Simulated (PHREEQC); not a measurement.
Dissolve 0.114 mol NaBF4 per kg of water at 25 °C. Closed to the air; pH follows from the charge balance.

Model: ion-association model, phreeqc.dat, run in PHREEQC.

- pH: 2.69
- ionic strength: 0.116 mol/kgw
- total alkalinity: -342 meq/kg

```tsv
species	molality	activity	log γ
Na+	0.114	0.0884	-0.110
BF4-	0.107	0.0827	-0.112
HF	0.00762	0.00782	0.012
BF3OH-	0.00501	0.00387	-0.112
F-	0.00341	0.00256	-0.125
H+	0.00249	0.00204	-0.087
```

Precipitation was switched off in this run. Real BF4- forms and hydrolyses slowly; the run takes it at equilibrium.
